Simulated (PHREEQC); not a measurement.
Consider water at 20 °C with 0.1 mol/kgw MnSO4, 0.00062 mol/kgw CuCl2, 0.094 mol/kgw HCl and 5.1e-05 mol/kgw Na2SO4. Closed to the air; pH follows from the charge balance.

The numbers come from PHREEQC with the ion-association model, wateq4f.dat.

Precipitation was switched off in this run.

### Question
Order these S species by the share of S that they hold, largest first: CuSO4, MnSO4, SO4-2, HSO4-.

### Answer
HSO4- (42 %), SO4-2 (33 %), MnSO4 (25 %), CuSO4 (0.19 %)

The pH is 1.39 and the ionic strength 0.297 mol/kgw. Complexes and solids missing from the database can't appear.
